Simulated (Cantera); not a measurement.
Input (Python, Cantera) and output of one run.

```python
import numpy as np
import cantera as ct

gas_names = [...]  # 95 gases of nasa_gas.yaml made of C, F, H
cond_names = """
    C(gr) C6H6(L) C7H8(L) C8H18(L),n-octa
""".split()


# ... load() reads the species with a 1 bar reference pressure and builds the phases ...
atoms = {
    'C2F6': {'C': 2, 'F': 6},
    'H2': {'H': 2},
}
top_T = {'C(gr)': 4500}  # K; cautious upper limits of use, not melting points


# ... equilibrate(T, P, feed) seeds the gas with the atoms and calls Mixture.equilibrate('TP', solver="vcs", rtol=1e-11, max_steps=5000) ...
results = []
T = 1125  # K
P = 6600  # Pa
for m in [0.85, 1.2, 1.6, 2, 2.4, 2.7, 3.1, 3.5, 3.9, 4.2]:
    feed = {'C2F6': 1, 'H2': m}  # mol
    mix = equilibrate(T, P, feed)
    results.append((T, P, feed, dict(zip(mix.species_names, mix.species_moles))))

top = {s: max(r[3][s] / sum(r[3][g] for g in gas_names) for r in results) for s in gas_names}
cols = sorted((s for s in top if top[s] > 1e-06), key=lambda s: -top[s])[:5]
seen = [c for c in cond_names if any(r[3].get(c, 0) > 1e-12 for r in results)]
print("log10 of partial pressures in bar; condensed amounts in mol")
print(f"{'n(H2)':>10s}" + "".join(f"{s[:9]:>10s}" for s in cols + seen))
for T, P, feed, n in results:
    ng = sum(n[g] for g in gas_names)
    print(f"{feed['H2']:10.4g}" + "".join(f"{np.log10(max(n[s] / ng * P / 1e5, 1e-99)):10.3f}" for s in cols)
          + "".join(f"{n.get(c, 0):10.4g}" for c in seen))
```

Output:

```
log10 of partial pressures in bar; condensed amounts in mol
     n(H2)        HF       CF4        H2       CH4      H2F2     C(gr)
      0.85    -1.393    -1.592   -10.195   -21.929    -7.358     0.925
       1.2    -1.319    -1.745    -9.969   -21.478    -7.209       1.1
       1.6    -1.266    -1.926    -9.774   -21.087    -7.105       1.3
         2    -1.232    -2.135    -9.600   -20.740    -7.035       1.5
       2.4    -1.207    -2.411    -9.412   -20.364    -6.985       1.7
       2.7    -1.192    -2.749    -9.215   -19.969    -6.956      1.85
       3.1    -1.188   -15.227    -2.966    -7.471    -6.947         2
       3.5    -1.215   -16.680    -2.295    -6.129    -7.002         2
       3.9    -1.241   -17.242    -2.065    -5.670    -7.054         2
       4.2    -1.260   -17.529    -1.959    -5.458    -7.091         2
```

These are equilibrium values from Cantera (NASA tables, ideal gas, pure condensed phases), not measurements of a reactor. The feed counts by its element totals alone. Gases not in the tables: C2F6 and larger saturated fluorocarbons.
